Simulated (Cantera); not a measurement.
# Thermodynamics of silicon oxide and oxynitride deposition, feed SiCl4 + N2O + N2

Charge: 1 mol SiCl4, 17 mol N2O, 5.3 mol N2, at 1323.15 K.

Equilibrium computed with Cantera from the NASA thermochemical tables; the gas is ideal and each condensed phase is pure. Candidate condensed phases: Si, SiO2, Si2N2O, Si3N4; 23 gas species. The tables hold silica as quartz up to 1696 K and as liquid above; real silica turns to tridymite and cristobalite and melts near 1996 K. Equilibrium is a limit: real reactors are often held back by kinetics, nucleation or transport.

From 5.00 Pa to 100000 Pa the condensed part is SiO2(β-quartz).

```
P (Pa)   x N2   x O2     x Cl    x Cl2      x NO    x ClO      x O  n SiO2(β-quartz)
------  -----  -----  -------  -------  --------  -------  -------  ----------------
5       0.661  0.222    0.113  0.00277  0.000433  1.19e-5  1.78e-5              1.00
21      0.666  0.224    0.101  0.00926  0.000435  2.19e-5  8.71e-6              1.00
85      0.674  0.227   0.0771   0.0219  0.000441  3.39e-5  4.35e-6              1.00
350     0.684  0.230   0.0492   0.0367  0.000447  4.42e-5  2.16e-6              1.00
1400    0.691  0.232   0.0281   0.0479  0.000452  5.08e-5  1.09e-6              1.00
5900    0.696  0.234   0.0147   0.0551  0.000455  5.46e-5  5.31e-7              1.00
24000   0.698  0.235  0.00753   0.0589  0.000457  5.66e-5  2.64e-7              1.00
100000  0.700  0.235  0.00375   0.0609  0.000458  5.76e-5  1.29e-7              1.00
```
x: gas mole fraction; n: condensed amount in mol.
